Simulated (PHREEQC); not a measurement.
Solution (25 °C): 0.021 mol/kgw FeSO4 and 0.11 mol/kgw NaH2PO4. Closed to the air; pH follows from the charge balance.

All values are PHREEQC results (ion-association model, wateq4f.dat), not measurements.

Task: The ionic strength comes out as 0.148 mol/kgw. What activity coefficients do FeH2PO4+, Na+, Fe+2, NaSO4-, HPO4-2 get?

Result: FeH2PO4+ 0.76, Na+ 0.76, Fe+2 0.36, NaSO4- 0.76, HPO4-2 0.33.

No solid was allowed to form. The solution is supersaturated, for example in Vivianite, so a real one may precipitate; this is no full list. H3PO4, which wateq4f.dat lacks, is added to it with the constant of phreeqc.dat.
